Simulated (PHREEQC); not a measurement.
Make-up at 25 °C: 0.07 mol/kgw NaH2PO4 and 0.25 mol/kgw HCl. Closed to the air; pH follows from the charge balance.

Model: ion-association model, wateq4f.dat, run in PHREEQC.

Each row changes one thing in this solution. No solid was allowed to form.

| case | pH | ionic strength (mol/kgw) | H3PO4 (mol/kgw) | H2PO4- (mol/kgw) | HPO4-2 (mol/kgw) | SI of Halite (NaCl) |
|---|---|---|---|---|---|---|
| as made | 0.84 | 0.254 | 0.0656 | 0.00444 | 5.07e-9 | -3.63 |
| HCl from 0.25 to 1.25 mol/kgw | 0.06 | 1.25 | 0.0689 | 0.00111 | 3.26e-10 | -3.01 |
| HCl replaced by RbCl at the same molality | 4.40 | 0.320 | 0.000270 | 0.0694 | 0.000310 | -3.65 |
| NaH2PO4 from 0.07 to 0.014 mol/kgw | 0.73 | 0.251 | [?] | 0.000700 | 6.19e-10 | -4.33 |
| HCl from 0.25 to 0.375 mol/kgw | 0.62 | [?] | 0.0671 | [?] | [?] | -3.49 |
| diluted 10-fold with water | 1.75 | 0.0272 | 0.00483 | 0.00217 | 1.20e-8 | -5.48 |
| NaH2PO4 from 0.07 to 0.063 mol/kgw | 0.82 | 0.254 | 0.0591 | 0.00387 | 4.26e-9 | -3.68 |
| temperature from 25 to 65 °C | 0.85 | 0.253 | 0.0669 | 0.00311 | 4.75e-9 | [?] |

### Question
What belongs in the gaps?

### Answer

- NaH2PO4 from 0.07 to 0.014 mol/kgw, H3PO4 (mol/kgw): 0.0133
- HCl from 0.25 to 0.375 mol/kgw, ionic strength (mol/kgw): 0.378
- HCl from 0.25 to 0.375 mol/kgw, H2PO4- (mol/kgw): 0.00295
- HCl from 0.25 to 0.375 mol/kgw, HPO4-2 (mol/kgw): 2.28e-9
- temperature from 25 to 65 °C, SI of Halite (NaCl): -3.74

The ionic strength passes 0.7 mol/kgw, the rough limit of the ion-association models, in HCl from 0.25 to 1.25 mol/kgw. H3PO4, which wateq4f.dat lacks, is added to it with the constant of phreeqc.dat. At this temperature some constants are extrapolated from 25 °C, and those without enthalpy data are left unchanged.
